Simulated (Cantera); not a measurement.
An isothermal, constant-pressure homogeneous reactor starts with 0.129 % CO, 7.74 % O2, 0.0276 % H2O, 92.1 % N2, at 850 K and 3750 Torr.

Computed with Cantera and GRI-Mech 3.0 (53 species, 325 reactions).

Question: Predict: x(CO) at 300 s; x(O2) at 300 s; x(H2O) at 300 s; x(CO2) at 300 s; x(N2O) at 300 s.

Answer: 
| Quantity | Result |
|---|---|
| x(CO) at 300 s | 0.00114 (gas-phase equilibrium <1e-12) |
| x(O2) at 300 s | 0.0773 (gas-phase equilibrium 0.0768) |
| x(H2O) at 300 s | 0.000276 (gas-phase equilibrium 0.000276) |
| x(CO2) at 300 s | 0.000152 (gas-phase equilibrium 0.00129) |
| x(N2O) at 300 s | 1.07e-8 (gas-phase equilibrium 7.08e-10) |
